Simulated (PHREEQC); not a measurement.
Make-up at 5.4 °C: 20 mmol/kgw HF, 0.096 mmol/kgw KF, 3.6 mmol/kgw (NH4)2SiF6 and 7.5 mmol/kgw HCl. Closed to the air; pH follows from the charge balance.

Model: ion-association model, phreeqc.dat, run in PHREEQC.

| Item | Result |
|---|---|
| pH | 2.06 |
| ionic strength | 0.0206 mol/kgw |
| total alkalinity | -41.9 meq/kg |

```csv
species,molality,activity,log γ
HF,0.0176,0.0177,0.002
H+,0.00973,0.00867,-0.050
Cl-,0.00750,0.00653,-0.060
NH4+,0.00720,0.00622,-0.064
SiF6-2,0.00360,0.00212,-0.230
F-,0.00220,0.00191,-0.061
HF2-,0.000122,0.000106,-0.059
K+,9.60e-5,8.35e-5,-0.061
```

This is a speciation only: nothing precipitates in the calculation. Constants without temperature data keep their 25 °C values here. SiF6-2 is the database's only silicon fluoride.
